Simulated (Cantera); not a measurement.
## Premixed flame

A freely propagating, adiabatic, planar premixed flame of H2 : O2 : N2 = 1 : 0.505 : 1.9 (molar parts), unburnt at 450 K and 250000 Pa; multicomponent transport, grid criteria slope 0.08 and curve 0.16, no radiation.

Detailed kinetics in Cantera: the H2/O2 subset of GRI-Mech 3.0, which has no nitrogen chemistry. The hydrogen kinetics of GRI-Mech 3.0 are dated; newer H2 mechanisms differ, most at raised pressure. Burning velocities carry a grid error of a few per cent, more on coarse grids.

| z (mm) | T (K) | u (m/s) | x H2 | x O2 | x H2O2 | x OH | x H2O | x HO2 |
|---|---|---|---|---|---|---|---|---|
| -0.377 | 450 | 4.25 | 0.294 | 0.148 | <1e-8 | <1e-8 | <1e-8 | <1e-8 |
| -0.251 | 450 | 4.25 | 0.294 | 0.148 | <1e-8 | <1e-8 | <1e-8 | <1e-8 |
| -0.189 | 450 | 4.25 | 0.294 | 0.148 | <1e-8 | <1e-8 | 4.97e-8 | <1e-8 |
| -0.126 | 450 | 4.25 | 0.293 | 0.148 | 1.67e-8 | <1e-8 | 2.25e-6 | 3.36e-7 |
| -0.0628 | 469 | 4.38 | 0.284 | 0.150 | 8.65e-6 | 8.44e-6 | 0.000685 | 0.000152 |
| -0.0314 | 722 | 6.51 | 0.244 | 0.146 | 8.67e-5 | 0.000962 | 0.0217 | 0.000633 |
| 0 | 1214 | 10.5 | 0.159 | 0.113 | 2.62e-5 | 0.00279 | 0.100 | 0.000246 |
| 0.0314 | 1570 | 13.4 | 0.0812 | 0.0613 | 5.27e-6 | 0.00825 | 0.194 | 0.000110 |
| 0.0628 | 1757 | 15.0 | 0.0508 | 0.0360 | 2.88e-6 | 0.0128 | 0.237 | 5.62e-5 |
| 0.126 | 1941 | 16.4 | 0.0403 | 0.0247 | 1.52e-6 | 0.0159 | 0.259 | 3.08e-5 |
| 0.251 | 2109 | 17.6 | 0.0355 | 0.0199 | 8.89e-7 | 0.0164 | 0.274 | 1.85e-5 |
| 0.503 | 2251 | 18.6 | 0.0293 | 0.0158 | 6.03e-7 | 0.0151 | 0.289 | 1.07e-5 |
| 1.01 | 2359 | 19.4 | 0.0227 | 0.0123 | 4.50e-7 | 0.0128 | 0.302 | 6.17e-6 |
x: mole fraction of selected species; z is measured from the peak of heat release.

```json
{
 "laminar_burning_velocity": "425 cm/s",
 "thermal_thickness": "0.126 mm",
 "peak x(H2O2)": "8.75e-5",
 "peak x(OH)": "0.0165",
 "peak x(HO2)": "0.000737",
 "grid_points": "112"
}
```
